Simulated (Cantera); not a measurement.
Charge: 1 mol Ti(NMe2)4, 0.065 mol O2, 41 mol H2, held at 640 Pa.

Method: chemical equilibrium by Gibbs-energy minimisation in Cantera with the NASA 1993 tables (ideal gas, pure condensed phases). Candidate condensed phases: C, C6H6, C7H8, C8H18, H2O, Ti, TiC, TiN, TiO, TiO2, Ti2O3, Ti3O5, Ti4O7; 139 gas species. The feed counts by its element totals alone. TiC: taken at fixed stoichiometry. Rates play no part.

Problem. At 1823 K, list the 5 most abundant gas species with their mole fractions, and the condensed phases.

Solution. H2 0.955, N2 0.0355, H 0.00529, CO 0.00235, HCN 0.00126. Condensed: C(graphite) + TiC(s).
